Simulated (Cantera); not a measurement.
What does this Cantera script print?

```python
import numpy as np
import cantera as ct

gas_names = """
    F F2 H HF H2 H2F2 H3F3 H4F4 H5F5 H6F6 H7F7 N NF NF2 NF3 NH NH2 NH3 N2 N2H2 N2H4 Si SiF SiF2 SiF3
    SiF4 SiH SiHF3 SiH2 SiH2F2 SiH3 SiH3F SiH4 SiN Si2 Si2N Si3
""".split()
cond_names = """
    Si(cr) Si(L) Si3N4(a)
""".split()


# ... load() reads the species with a 1 bar reference pressure and builds the phases ...
atoms = {
    'Si': {'Si': 1},
    'HF': {'H': 1, 'F': 1},
    'H2': {'H': 2},
    'NF3': {'N': 1, 'F': 3},
}
top_T = {'Si3N4(a)': 2400}  # K; cautious upper limits of use, not melting points


# ... equilibrate(T, P, feed) seeds the gas with the atoms and calls Mixture.equilibrate('TP', solver="vcs", rtol=1e-11, max_steps=5000) ...
results = []
feed = {'Si': 1, 'HF': 1.3, 'H2': 0.36, 'NF3': 5.9}  # mol
T = 1073  # K
P = 10000  # Pa
mix = equilibrate(T, P, feed)
results.append((T, P, feed, dict(zip(mix.species_names, mix.species_moles))))
print(gas.report(threshold=1e-05))
for i in range(1, mix.n_phases):
    print(f"{mix.phase(i).name:16s} {mix.phase_moles(i):12.5e} mol")
```

It prints:

```
       temperature   1073 K
          pressure   10000 Pa
           density   0.035829 kg/m^3
  mean mol. weight   31.965 kg/kmol
   phase of matter   gas

                          1 kg             1 kmol
                     ---------------   ---------------
          enthalpy       -2.9724e+06       -9.5012e+07  J
   internal energy       -3.2515e+06       -1.0393e+08  J
           entropy              8186        2.6166e+05  J/K
    Gibbs function       -1.1756e+07       -3.7578e+08  J
 heat capacity c_p            1090.1             34846  J/K
 heat capacity c_v            830.01             26531  J/K

                      mass frac. Y      mole frac. X     chem. pot. / RT
                     ---------------   ---------------   ---------------
                 F           0.19042           0.32038           -15.126
                F2           0.32848           0.27634           -30.252
                HF          0.085307            0.1363           -57.711
               NF3          0.002044         0.0009202            -59.86
                N2           0.17404           0.19859           -28.966
              SiF4            0.2197          0.067474           -225.89
     [  +31 minor]        3.5082e-06        2.1697e-06

Si(cr)            0.00000e+00 mol
Si3N4(a)          0.00000e+00 mol
```

Cantera equilibrium calculation (NASA polynomials, part measured and part estimated; ideal gas, pure solids and liquids).
